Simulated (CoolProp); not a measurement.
Neopentane along the isotherm 463.2 K: density (kg/m³) from the reference equation and from simpler models built on Tc = 433.7 K, pc = 31.96 bar, ω = 0.196; each cubic takes its own stable root.

Model: reference Helmholtz-energy equation of state, Lemmon 2006, in CoolProp. It is a short technical equation, of lower accuracy than the large ones.

```json
[
 {"p (bar)": "5.33", "phase": "gas", "reference": "10.48", "ideal gas": "9.985", "van der Waals": "10.44", "Redlich-Kwong": "10.49", "Soave-Redlich-Kwong": "10.48", "Peng-Robinson": "10.54"},
 {"p (bar)": "10.7", "phase": "gas", "reference": "22.21", "ideal gas": "20.05", "van der Waals": "22.06", "Redlich-Kwong": "22.27", "Soave-Redlich-Kwong": "22.20", "Peng-Robinson": "22.48"},
 {"p (bar)": "16", "phase": "gas", "reference": "35.31", "ideal gas": "29.97", "van der Waals": "34.96", "Redlich-Kwong": "35.45", "Soave-Redlich-Kwong": "35.25", "Peng-Robinson": "35.95"},
 {"p (bar)": "21.3", "phase": "gas", "reference": "50.51", "ideal gas": "39.90", "van der Waals": "49.89", "Redlich-Kwong": "50.76", "Soave-Redlich-Kwong": "50.28", "Peng-Robinson": "51.67"},
 {"p (bar)": "26.6", "phase": "gas", "reference": "68.75", "ideal gas": "49.83", "van der Waals": "67.95", "Redlich-Kwong": "69.19", "Soave-Redlich-Kwong": "68.14", "Peng-Robinson": "70.59"},
 {"p (bar)": "32", "phase": "supercritical", "reference": "___", "ideal gas": "59.95", "van der Waals": "92.18", "Redlich-Kwong": "93.19", "Soave-Redlich-Kwong": "90.79", "Peng-Robinson": "94.91"},
 {"p (bar)": "37.3", "phase": "supercritical", "reference": "123.9", "ideal gas": "69.88", "van der Waals": "129.9", "Redlich-Kwong": "126.3", "Soave-Redlich-Kwong": "120.4", "Peng-Robinson": "127.0"},
 {"p (bar)": "42.6", "phase": "supercritical", "reference": "172.1", "ideal gas": "79.81", "van der Waals": "193.0", "Redlich-Kwong": "___", "Soave-Redlich-Kwong": "___", "Peng-Robinson": "172.2"},
 {"p (bar)": "47.9", "phase": "supercritical", "reference": "238.8", "ideal gas": "___", "van der Waals": "___", "Redlich-Kwong": "229.7", "Soave-Redlich-Kwong": "___", "Peng-Robinson": "224.9"}
]
```

Problem. Some entries are withheld; supply them.

Solution. 
- 32, reference: 92.26
- 42.6, Redlich-Kwong: 177.2
- 42.6, Soave-Redlich-Kwong: 162.1
- 47.9, ideal gas: 89.73
- 47.9, van der Waals: 227.0
- 47.9, Soave-Redlich-Kwong: 210.2
